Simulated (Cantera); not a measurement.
Feed: 1 mol B, 13 mol H2O, 0.22 mol N2, equilibrated at 0.200 bar.

Cantera equilibrium calculation (NASA polynomials, part measured and part estimated; ideal gas, pure solids and liquids). Candidate condensed phases: B, BN, B2O3, B3O3H3, H2O; 39 gas species. Gases not in the tables: H3BO3. Equilibrium is a limit: real reactors are often held back by kinetics, nucleation or transport.

log p: log10 of the partial pressure in bar; nothing condenses.

```json
[
 {"T (K)": "1673", "log p H2O": "-0.79", "log p H2": "-1.66", "log p HBO2": "-1.84", "log p N2": "-2.49", "log p OH": "-5.23", "log p H": "-4.77", "log p B2O3": "-4.14"},
 {"T (K)": "1748", "log p H2O": "-0.79", "log p H2": "-1.66", "log p HBO2": "-1.84", "log p N2": "-2.49", "log p OH": "-4.84", "log p H": "-4.47", "log p B2O3": "-4.07"},
 {"T (K)": "1823", "log p H2O": "-0.79", "log p H2": "-1.66", "log p HBO2": "-1.84", "log p N2": "-2.49", "log p OH": "[?]", "log p H": "[?]", "log p B2O3": "-4.00"},
 {"T (K)": "1898", "log p H2O": "-0.80", "log p H2": "-1.66", "log p HBO2": "-1.84", "log p N2": "-2.49", "log p OH": "-4.16", "log p H": "-3.94", "log p B2O3": "-3.95"},
 {"T (K)": "1973", "log p H2O": "-0.80", "log p H2": "-1.66", "log p HBO2": "-1.85", "log p N2": "-2.49", "log p OH": "-3.86", "log p H": "-3.70", "log p B2O3": "-3.89"},
 {"T (K)": "2048", "log p H2O": "-0.80", "log p H2": "-1.66", "log p HBO2": "-1.85", "log p N2": "-2.49", "log p OH": "-3.58", "log p H": "-3.48", "log p B2O3": "-3.85"},
 {"T (K)": "2123", "log p H2O": "-0.80", "log p H2": "-1.66", "log p HBO2": "-1.85", "log p N2": "-2.50", "log p OH": "[?]", "log p H": "[?]", "log p B2O3": "-3.80"},
 {"T (K)": "2198", "log p H2O": "-0.80", "log p H2": "-1.66", "log p HBO2": "-1.85", "log p N2": "-2.50", "log p OH": "-3.08", "log p H": "-3.08", "log p B2O3": "-3.76"},
 {"T (K)": "2273", "log p H2O": "-0.80", "log p H2": "-1.65", "log p HBO2": "-1.86", "log p N2": "-2.50", "log p OH": "-2.86", "log p H": "-2.90", "log p B2O3": "-3.73"}
]
```

### Question
Complete the blanks.

### Answer

- 2123, log p OH: -3.32
- 2123, log p H: -3.28
- 1823, log p OH: -4.49
- 1823, log p H: -4.19
